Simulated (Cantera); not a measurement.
Stirred combustor or abatement burner

A perfectly stirred reactor is fed with 37.0 % H2, 13.2 % O2, 49.6 % N2, 0.137 % NO, at 9000 Torr; it is adiabatic with a 650 K inlet, and is followed from long to short residence time, starting on the burning branch (τ in s: 0.029, 0.013, 0.0054, 0.0023, 0.001, 0.00043, 0.00018, 7.9e-05, 3.4e-05, 1.5e-05, 6.3e-06).

Cantera simulation using GRI-Mech 3.0 (53 species, 325 reactions); the numbers are that mechanism's predictions, not measurements. The hydrogen kinetics of GRI-Mech 3.0 are dated; newer H2 mechanisms differ, most at raised pressure. The pressure lies above the range GRI-Mech 3.0 was tuned for (to about 10 atm). The mechanism lacks 2 NO + O2 → 2 NO2 and HONO, so NO2 and the effect of NO are under-described below about 1400 K.

| τ (s) | T (K) | x H2 | x O2 | x NO | x OH | x HO2 | x H2O | x H |
|---|---|---|---|---|---|---|---|---|
| 0.029 | 2574 | 0.120 | 4.41e-5 | 0.000335 | 0.00200 | 9.36e-8 | 0.303 | 0.00352 |
| 0.013 | 2573 | 0.120 | 5.10e-5 | 0.000370 | 0.00202 | 1.01e-7 | 0.303 | 0.00356 |
| 0.0054 | 2571 | 0.120 | 6.80e-5 | 0.000440 | 0.00208 | 1.19e-7 | 0.303 | 0.00369 |
| 0.0023 | 2567 | 0.120 | 0.000104 | 0.000551 | 0.00222 | 1.63e-7 | 0.302 | 0.00395 |
| 0.0010 | 2560 | 0.120 | 0.000176 | 0.000699 | 0.00250 | 2.64e-7 | 0.302 | 0.00449 |
| 0.00043 | 2547 | 0.120 | 0.000312 | 0.000877 | 0.00302 | 5.14e-7 | 0.300 | 0.00553 |
| 0.00018 | 2525 | 0.120 | 0.000565 | 0.00107 | 0.00390 | 1.15e-6 | 0.298 | 0.00738 |
| 7.9e-5 | 2494 | 0.120 | 0.000984 | 0.00124 | 0.00512 | 2.54e-6 | 0.295 | 0.0101 |
| 3.4e-5 | 2446 | 0.121 | 0.00172 | 0.00139 | 0.00672 | 5.53e-6 | 0.290 | 0.0142 |
| 1.5e-5 | 2381 | 0.121 | 0.00294 | 0.00147 | 0.00848 | 1.12e-5 | 0.284 | 0.0198 |
| 6.3e-6 | 2285 | 0.122 | 0.00512 | 0.00152 | 0.0102 | 2.27e-5 | 0.275 | 0.0277 |
x: mole fraction; the columns are a selection and need not sum to one.
